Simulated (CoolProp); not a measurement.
Tetrahydrofuran at 293.15 K and 0.0142 MPa is throttled through a valve to 0.00809 MPa with no heat exchange. Each further row changes one setting.

The numbers come from the reference Helmholtz-energy equation of state, Fiedler 2023 in CoolProp.

```csv
case,temperature change (K),final density (kg/m³)
as stated,-0.2,0.240
outlet pressure 0.00243 MPa,-0.5,0.0721
outlet pressure 0.0105 MPa,-0.1,0.312
```
